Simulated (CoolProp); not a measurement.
Vapour-liquid equilibrium of cyclohexane (1) + m-xylene (2) at 66.35 °C; x and y are mole fractions of (1).

Model: multi-fluid Helmholtz-energy mixture model, Zhou 2014 and Zhou 2012; pair parameters Bell 2016, in CoolProp.

```csv
x,"bubble pressure, mixture model (kPa)","bubble pressure, Raoult's law (kPa)","y, mixture model","y, Raoult's law"
0.05,12.51,11.48,0.338,0.281
0.2,23.05,19.83,0.692,0.649
0.35,32.21,28.19,0.815,0.800
0.5,40.24,36.55,0.880,0.881
0.65,47.53,44.90,0.924,0.932
0.8,54.57,53.26,0.958,0.967
0.95,61.84,61.61,0.989,0.993
```

The largest gap from Raoult's law is +16.2 % in bubble pressure, at x = 0.2. No azeotrope shows between x = 0.05 and 0.95.

Pair parameters are fitted to limited data, so mixtures are less certain than the pure fluids.
